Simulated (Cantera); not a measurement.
Feed: 1 mol Fe₃O₄, 0.39 mol C, 0.058 mol CO, at 0.323 Torr.

Cantera equilibrium calculation (NASA polynomials, part measured and part estimated; ideal gas, pure solids and liquids). Candidate condensed phases: C, Fe, Fe(CO)₅, FeO, Fe₂O₃, Fe₃O₄; 15 gas species. Mutual solubility and eutectic melting of coexisting phases are not modelled. The tables' stoichiometric FeO is somewhat more stable than real wüstite, so its field is too wide. FeO: taken at fixed stoichiometry. Kinetics and transport are ignored.

x: gas mole fraction; n: condensed amount in mol.

| T (°C) | x CO₂ | x O₂ | x CO | x Fe | x O | x FeO | n FeO(s) | n Fe₃O₄(s) | n FeO(l) |
|---|---|---|---|---|---|---|---|---|---|
| 652 | 0.945 | <1e-12 | 0.0554 | <1e-12 | <1e-12 | <1e-12 | 2.44 | 0.187 | 0 |
| 752 | 0.947 | <1e-12 | 0.0533 | 1.58e-12 | <1e-12 | <1e-12 | 2.44 | 0.186 | 0 |
| 852 | 0.948 | 5.39e-12 | 0.0522 | 9.35e-11 | <1e-12 | <1e-12 | 2.44 | 0.185 | 0 |
| 952 | 0.949 | 7.71e-10 | 0.0512 | 2.79e-9 | 5.63e-11 | 7.13e-11 | 2.45 | 0.185 | 0 |
| 1052 | 0.950 | 5.22e-8 | 0.0501 | 4.92e-8 | 3.03e-9 | 2.95e-9 | 2.45 | 0.184 | 0 |
| 1152 | 0.951 | 1.96e-6 | 0.0490 | 5.69e-7 | 9.38e-8 | 7.13e-8 | 2.45 | 0.184 | 0 |
| 1252 | 0.952 | 4.62e-5 | 0.0478 | 4.70e-6 | 1.86e-6 | 1.12e-6 | 2.45 | 0.183 | 0 |
| 1352 | 0.953 | [?] | 0.0464 | [?] | [?] | [?] | 2.45 | 0.182 | 0 |
| 1452 | 0.950 | 0.0138 | 0.0356 | 0.000109 | 0.000329 | 9.43e-5 | 0 | 0.166 | 2.50 |
| 1552 | 0.808 | 0.162 | 0.0257 | 0.000360 | 0.00299 | 0.000557 | 0 | 0 | 3.00 |
| 1652 | 0.752 | 0.175 | [?] | [?] | [?] | [?] | 0 | 0 | 3.00 |
| 1752 | 0.642 | 0.195 | 0.114 | 0.0200 | 0.0172 | 0.0112 | 0 | 0 | 2.98 |

Question: Fill in the missing entries.

Answer: 
- 1652, x CO: 0.0599
- 1652, x Fe: 0.00303
- 1652, x O: 0.00741
- 1652, x FeO: 0.00271
- 1352, x O₂: 0.000743
- 1352, x Fe: 2.95e-5
- 1352, x O: 2.56e-5
- 1352, x FeO: 1.23e-5
